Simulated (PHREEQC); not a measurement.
Consider water at 25 °C with 0.013 mol Cu(NO3)2 and 0.0048 mol FeCl3 per kg of water. Closed to the air; pH follows from the charge balance.

Model: ion-association model, phreeqc.dat, run in PHREEQC.

### Question
The ionic strength comes out as 0.0628 mol/kgw. What activity coefficients do H+, Cu+2, NO3-, FeOH+2, CuCl+ get?

### Answer
H+ 0.85, Cu+2 0.45, NO3- 0.79, FeOH+2 0.43, CuCl+ 0.80.

This is a speciation only: nothing precipitates in the calculation. Examples of supersaturated solids here: Hematite (slow to form), Goethite (slow to form). Others may be too. Complexes and solids missing from the database can't appear.
